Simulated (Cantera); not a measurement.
An isothermal, constant-pressure homogeneous reactor starts with 2.27 % C2H4, 97.7 % H2, at 1300 K and 0.975 Torr.

Model: GRI-Mech 3.0 (53 species, 325 reactions), integrated in Cantera. GRI-Mech 3.0 was tuned for natural gas; its chemistry of ethylene as a main component is partial and can be far from experiment. GRI-Mech 3.0 stops at C3 and has no aromatics, soot or wall deposition, so with more carbon than oxygen in the feed, carbon stays in small species such as C2H2 where larger ones or solid carbon would form. Radical loss at walls, strong at low pressure, is not modelled.

x: mole fraction; the columns are a selection and need not sum to one.

| t (s) | x C2H4 | x H2 | x C2H6 | x CH2 | x C2H2 | x CH4 | x H |
|---|---|---|---|---|---|---|---|
| 0.000700 | 0.0227 | 0.977 | <1e-12 | <1e-12 | 9.52e-8 | <1e-12 | 1.61e-11 |
| 0.00262 | 0.0227 | 0.977 | 3.20e-12 | <1e-12 | (withheld) | <1e-12 | 7.21e-11 |
| 0.00979 | 0.0227 | 0.977 | 1.61e-11 | <1e-12 | 1.33e-6 | <1e-12 | 2.93e-10 |
| 0.0366 | 0.0227 | 0.977 | 6.54e-11 | <1e-12 | 4.98e-6 | <1e-12 | 1.12e-9 |
| 0.137 | 0.0227 | 0.977 | 2.59e-10 | <1e-12 | 1.86e-5 | 1.45e-11 | 4.23e-9 |
| 0.512 | 0.0227 | 0.977 | 1.10e-9 | <1e-12 | 6.97e-5 | 2.27e-10 | 1.61e-8 |
| 1.91 | 0.0225 | 0.977 | 5.69e-9 | <1e-12 | 0.000262 | 4.07e-9 | 6.44e-8 |
| 7.15 | 0.0217 | 0.977 | 3.70e-8 | <1e-12 | 0.00101 | 9.20e-8 | 3.23e-7 |
| 26.7 | 0.0181 | 0.977 | 2.28e-7 | <1e-12 | 0.00449 | 2.40e-6 | 2.20e-6 |
| 100 | (withheld) | 0.978 | (withheld) | <1e-12 | (withheld) | (withheld) | (withheld) |

**Question.** Fill in the missing entries.

**Answer.** 
- 0.00262, x C2H2: 3.56e-7
- 100, x C2H4: 0.00610
- 100, x C2H6: 1.37e-7
- 100, x C2H2: 0.0163
- 100, x CH4: 1.61e-5
- 100, x H: 4.49e-6
